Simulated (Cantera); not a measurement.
Cantera run, input and output.

```python
import numpy as np
import cantera as ct

gas = ct.Solution("gri30.yaml")
gas.TPX = 1475, 110, {'CH4': 1, 'N2': 3.3}
reactor = ct.IdealGasConstPressureReactor(gas, energy="off", clone=False)
net = ct.ReactorNet([reactor])
net.rtol, net.atol = 1e-08, 1e-18
show = ['CH4', 'CH2', 'HCN', 'C2H2', 'H']
times = np.geomspace(0.0003, 50, 9)

steps = ct.SolutionArray(gas, extra=["t"])
rows = []
print(f"{'t/s':>10s}{'T/K':>9s}{'P/Pa':>11s}" + "".join(f"{s:>11s}" for s in show))
for t in times:
    while net.time < t:
        t_next = net.step()
        steps.append(gas.state, t=t_next)
    rows.append([np.interp(t, steps.t, y) for y in (steps.T, steps.P, *steps(*show).X.T)])
    print(f"{t:10.3e}{rows[-1][0]:9.1f}{rows[-1][1]:11.4g}" + "".join(f"{x:11.3e}" for x in rows[-1][2:]))
rate = np.gradient(steps.T, steps.t)
print("integrator steps:", len(steps.t))
if steps.T.max() > steps.T[0] + 200:
    print(f"time of steepest temperature rise: {steps.t[rate.argmax()]:.4e} s")
gas.TPX = 1475, 110, {'CH4': 1, 'N2': 3.3}
gas.equilibrate("TP")
print(f"equilibrium (TP): T = {gas.T:.1f} K  " + "  ".join(f"{s} {gas[s].X[0]:.3e}" for s in show))
```

It prints:

```
       t/s      T/K       P/Pa        CH4        CH2        HCN       C2H2          H
 3.000e-04   1475.0        110  2.326e-01  3.050e-16  1.223e-21  2.157e-22  1.183e-08
 1.349e-03   1475.0        110  2.326e-01  1.098e-14  3.342e-20  3.305e-19  1.572e-08
 6.062e-03   1475.0        110  2.326e-01  1.761e-13  7.626e-19  4.267e-16  1.575e-08
 2.725e-02   1475.0        110  2.326e-01  2.927e-12  1.622e-17  2.698e-13  1.577e-08
 1.225e-01   1475.0        110  2.325e-01  5.547e-11  4.207e-16  1.239e-10  1.625e-08
 5.505e-01   1475.0        110  2.325e-01  1.080e-09  1.427e-14  5.541e-08  2.597e-08
 2.475e+00   1475.0        110  2.314e-01  1.957e-08  1.224e-12  2.893e-05  2.699e-07
 1.112e+01   1475.0        110  1.896e-01  1.460e-07  1.894e-09  1.090e-02  1.286e-05
 5.000e+01   1475.0        110  7.697e-02  8.049e-08  5.133e-08  6.218e-02  5.133e-05
integrator steps: 868
equilibrium (TP): T = 1475.0 K  CH4 4.211e-05  CH2 3.736e-10  HCN 8.419e-02  C2H2 5.221e-02  H 2.094e-04
```

Computed with Cantera and GRI-Mech 3.0 (53 species, 325 reactions). GRI-Mech 3.0 stops at C3 and has no aromatics, soot or wall deposition, so with more carbon than oxygen in the feed, carbon stays in small species such as C2H2 where larger ones or solid carbon would form. Radical loss at walls, strong at low pressure, is not modelled.
